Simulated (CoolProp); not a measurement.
Saturation properties of oxygen (Tc = -118.6 °C, pc = 5046 kPa, ω = 0.022).

The numbers come from the reference Helmholtz-energy equation of state, Schmidt 1985 in CoolProp.

| T (°C) | p (kPa) | enthalpy of vaporisation (kJ/kg) | surface tension (mN/m) |
|---|---|---|---|
| -153.95 | 975.6 | 175.1 | 6.31 |
| -150.65 | 1178 | 169.0 | 5.60 |
| -147.35 | 1410 | 162.4 | 4.90 |
| -144.05 | 1672 | 155.2 | 4.22 |
| -140.65 | 1977 | 147.0 | 3.54 |
| -137.35 | 2309 | 138.1 | 2.91 |
| -134.05 | 2680 | 128.1 | 2.29 |
| -130.75 | 3092 | 116.6 | 1.71 |
| -127.35 | 3563 | 102.4 | 1.14 |

It boils at -183.0 °C under 1 atm.

Surface tension comes from a separate correlation (Mulero 2012).
